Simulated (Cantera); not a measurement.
A perfectly stirred reactor is fed with C2H6 : N2 = 1 : 180 (molar parts), at 5000 Pa; it is held at 1973 K, and followed from long to short residence time.

Model: GRI-Mech 3.0 (53 species, 325 reactions), integrated in Cantera. GRI-Mech 3.0 stops at C3 and has no aromatics, soot or wall deposition, so with more carbon than oxygen in the feed, carbon stays in small species such as C2H2 where larger ones or solid carbon would form.

One state of this run: x C2H6 = 0.000383; x CH4 = 0.000562; x H = 0.000782; x C2H4 = 0.00105; x H2 = 0.00488; x HCN = 5.53e-5. x: mole fraction; the columns are a selection and need not sum to one.

Which value of τ (s) does it belong to?
A) 0.0019
B) 0.00012
C) 0.52
D) 0.00047

D, 0.00047
